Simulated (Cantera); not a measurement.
What does this Cantera script print?

```python
import numpy as np
import cantera as ct

gas = ct.Solution("gri30.yaml")
gas.TPX = 1775, 100000, {'CH4': 1, 'H2': 1.7}
reactor = ct.IdealGasConstPressureReactor(gas, energy="off", clone=False)
net = ct.ReactorNet([reactor])
net.rtol, net.atol = 1e-08, 1e-18
show = ['CH4', 'H2', 'CH3', 'CH2', 'C2H', 'C2H6']
times = np.geomspace(2e-06, 3, 10)

steps = ct.SolutionArray(gas, extra=["t"])
rows = []
print(f"{'t/s':>10s}{'T/K':>9s}{'P/Pa':>11s}" + "".join(f"{s:>11s}" for s in show))
for t in times:
    while net.time < t:
        t_next = net.step()
        steps.append(gas.state, t=t_next)
    rows.append([np.interp(t, steps.t, y) for y in (steps.T, steps.P, *steps(*show).X.T)])
    print(f"{t:10.3e}{rows[-1][0]:9.1f}{rows[-1][1]:11.4g}" + "".join(f"{x:11.3e}" for x in rows[-1][2:]))
rate = np.gradient(steps.T, steps.t)
print("integrator steps:", len(steps.t))
if steps.T.max() > steps.T[0] + 200:
    print(f"time of steepest temperature rise: {steps.t[rate.argmax()]:.4e} s")
gas.TPX = 1775, 100000, {'CH4': 1, 'H2': 1.7}
gas.equilibrate("TP")
print(f"equilibrium (TP): T = {gas.T:.1f} K  " + "  ".join(f"{s} {gas[s].X[0]:.3e}" for s in show))
```

It prints:

```
       t/s      T/K       P/Pa        CH4         H2        CH3        CH2        C2H       C2H6
 2.000e-06   1775.0      1e+05  3.703e-01  6.296e-01  7.734e-05  6.769e-10  3.218e-19  3.453e-08
 9.711e-06   1775.0      1e+05  3.699e-01  6.297e-01  3.710e-04  1.857e-08  1.770e-15  3.792e-06
 4.715e-05   1775.0      1e+05  3.680e-01  6.302e-01  1.306e-03  2.201e-07  6.667e-12  1.837e-04
 2.289e-04   1775.0      1e+05  3.572e-01  6.362e-01  1.886e-03  4.476e-07  2.065e-09  5.902e-04
 1.112e-03   1775.0      1e+05  3.076e-01  6.675e-01  1.647e-03  3.998e-07  3.607e-08  4.475e-04
 5.397e-03   1775.0      1e+05  1.837e-01  7.469e-01  1.025e-03  2.684e-07  1.417e-07  1.673e-04
 2.621e-02   1775.0      1e+05  6.234e-02  8.244e-01  3.767e-04  1.154e-07  2.589e-07  2.245e-05
 1.272e-01   1775.0      1e+05  2.158e-02  8.504e-01  1.371e-04  4.722e-08  3.081e-07  4.220e-06
 6.179e-01   1775.0      1e+05  1.939e-02  8.518e-01  1.236e-04  4.305e-08  3.112e-07  3.724e-06
 3.000e+00   1775.0      1e+05  1.939e-02  8.518e-01  1.236e-04  4.305e-08  3.112e-07  3.724e-06
integrator steps: 1052
equilibrium (TP): T = 1775.0 K  CH4 1.939e-02  H2 8.518e-01  CH3 1.236e-04  CH2 4.305e-08  C2H 3.112e-07  C2H6 3.724e-06
```

Cantera simulation using GRI-Mech 3.0 (53 species, 325 reactions); the numbers are that mechanism's predictions, not measurements. GRI-Mech 3.0 stops at C3 and has no aromatics, soot or wall deposition, so with more carbon than oxygen in the feed, carbon stays in small species such as C2H2 where larger ones or solid carbon would form.
